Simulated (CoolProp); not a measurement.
The fluid at 293.15 K and 1.13 MPa flows at 1.2 m/s in a round tube of 1 mm bore and 0.25 µm roughness, fully developed (64/Re and Nu = 3.66 if laminar; Colebrook and Gnielinski if turbulent). The same conditions are run with several fluids, on thermodynamics alone (safety and materials aside).

Model: reference Helmholtz-energy equation of state of each fluid (sulfur hexafluoride: Guder 2009; methane: Setzmann 1991; dry air: Lemmon 2000; nitrogen: Span 2000; R13: Platzer 1990), in CoolProp. The equations of Platzer and Polt are older, rougher fits. Blends and air are pseudo-pure fits.

```tsv
fluid	Reynolds number	Darcy friction factor	pressure drop (Pa/m)	heat-transfer coefficient (W/(m² K))	mass flow (kg/h)
sulfur hexafluoride	6220	0.0355	2030	288	0.270
methane	815	0.0785	429	125	___
dry air	881	0.0727	705	96.0	0.0457
nitrogen	___	0.0726	680	___	0.0442
R13	4580	0.0386	1530	202	___
```

Task: Some entries are withheld; supply them.

Result: 
- methane, mass flow (kg/h): 0.0258
- nitrogen, Reynolds number: 882
- nitrogen, heat-transfer coefficient (W/(m² K)): 94.6
- R13, mass flow (kg/h): 0.186

Transport values come from each fluid's own correlations; those of R13 are estimates that may be off by 10 % or more.
